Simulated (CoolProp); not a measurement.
A closed Brayton cycle with carbon dioxide: compressor inlet 323.15 K and 10 MPa, high pressure 26.2 MPa, turbine inlet 810 K, compressor efficiency 0.85, turbine efficiency 0.85, recuperator effectiveness 0.8 (on enthalpy, no pinch check). Each further row changes one setting.

Computed with CoolProp (reference Helmholtz-energy equation of state, Span 1996).

```tsv
case	thermal efficiency (%)	net work (kJ/kg)	compressor to turbine work	compressor exit (K)	turbine exit (K)
as stated	___	78.6	0.33	383.6	701.0
turbine inlet 760 K	___	70.2	___	383.6	___
compressor inlet 333.15 K	___	69.1	0.41	408.9	701.0
high pressure 22.3 MPa	___	68.4	___	373.2	___
recuperator effectiveness 0.5	19.5	78.6	0.33	383.6	701.0
```

Problem. Some entries are withheld; supply them.

Solution. 
- as stated, thermal efficiency (%): 27.2
- turbine inlet 760 K, thermal efficiency (%): 26.0
- turbine inlet 760 K, compressor to turbine work: 0.36
- turbine inlet 760 K, turbine exit (K): 654.8
- compressor inlet 333.15 K, thermal efficiency (%): 25.9
- high pressure 22.3 MPa, thermal efficiency (%): 25.2
- high pressure 22.3 MPa, compressor to turbine work: 0.31
- high pressure 22.3 MPa, turbine exit (K): 718.8
